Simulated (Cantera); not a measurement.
## Carbothermic reduction: Cu₂O + CO + H₂

A closed system holds: 1 mol Cu₂O, 9.7 mol CO, 0.4 mol H₂, held at 1798.15 K and 1.33 mbar.

Cantera equilibrium calculation (NASA polynomials, part measured and part estimated; ideal gas, pure solids and liquids). Candidate condensed phases: C, C₆H₆, C₇H₈, C₈H₁₈, Cu, CuO, Cu(OH)₂, Cu₂O, H₂O; 113 gas species. The numbers say what is thermodynamically allowed, not how fast it happens.

- x(CO) = 0.728
- x(Cu) = 0.165
- x(CO₂) = 0.0736
- x(H₂) = 0.0233
- x(H₂O) = 0.00898
- x(H) = 0.00147
- x(Cu₂) = 0.000130
- x(OH) = 3.74e-5
- x(O) = 1.83e-6
- gas amount = 12.11 mol
- log10 activity of Cu(l) (absent) = -0.38
- log10 activity of C(graphite) (absent) = -6.14
